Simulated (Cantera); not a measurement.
**Reactions in the system Cr-H-N-O**

Standard-state values (1 bar) from the NASA 1993 polynomials, evaluated with Cantera. Values are per mole of reaction as written; species without (g) are pure solids or liquids, kept so even where they would boil at 1 bar.

N2O(g) + CrO3(g) = Cr + 2 NO2(g)

| T (K) | ΔH° (kJ) | ΔS° (J/K) | ΔG° (kJ) | log10 K |
|---|---|---|---|---|
| 675 | 279.6 | 17.7 | 267.6 | -20.71 |
| 725 | 279.6 | 17.7 | 266.7 | -19.22 |
| 775 | 279.6 | 17.8 | 265.8 | -17.92 |
| 825 | 279.7 | 17.9 | 265.0 | -16.78 |
| 875 | 279.8 | 18.0 | 264.1 | -15.76 |
| 925 | 279.9 | 18.1 | 263.2 | -14.86 |

2 NH3(g) + 2 Cr2O3 = O3(g) + 2 Cr2N + 3 H2O(g)

```json
[
 {"T (K)": "675", "ΔH° (kJ)": "1521.9", "ΔS° (J/K)": "377.2", "ΔG° (kJ)": "1267.3", "log10 K": "-98.07"},
 {"T (K)": "725", "ΔH° (kJ)": "1521.3", "ΔS° (J/K)": "376.3", "ΔG° (kJ)": "1248.5", "log10 K": "-89.95"},
 {"T (K)": "775", "ΔH° (kJ)": "1520.6", "ΔS° (J/K)": "375.5", "ΔG° (kJ)": "1229.7", "log10 K": "-82.88"},
 {"T (K)": "825", "ΔH° (kJ)": "1520.0", "ΔS° (J/K)": "374.7", "ΔG° (kJ)": "1210.9", "log10 K": "-76.67"},
 {"T (K)": "875", "ΔH° (kJ)": "1519.5", "ΔS° (J/K)": "374.1", "ΔG° (kJ)": "1192.2", "log10 K": "-71.17"},
 {"T (K)": "925", "ΔH° (kJ)": "1519.1", "ΔS° (J/K)": "373.7", "ΔG° (kJ)": "1173.5", "log10 K": "-66.27"}
]
```
